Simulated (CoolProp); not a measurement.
Properties of dry air along the isotherm -198.15 °C (Tc = -140.6 °C, pc = 3786 kPa, ω = 0.034).

The numbers come from the reference Helmholtz-energy equation of state, Lemmon 2000 in CoolProp. It is a pseudo-pure fit of the blend.

```csv
p (kPa),phase,Z,speed of sound (m/s),viscosity (µPa s),conductivity (mW/(m K))
4730,liquid,0.2434,932.1,207,151
9460,liquid,0.4820,960.6,221,155
14200,liquid,0.7168,986.6,236,158
18900,liquid,0.9459,1010,250,161
23700,liquid,1.177,1033,265,165
28400,liquid,1.399,1054,279,168
33100,liquid,1.620,1074,294,171
37900,liquid,1.842,1093,309,173
```

Viscosity comes from a separate model (Lemmon 2004). Thermal conductivity comes from a separate model (Lemmon 2004).
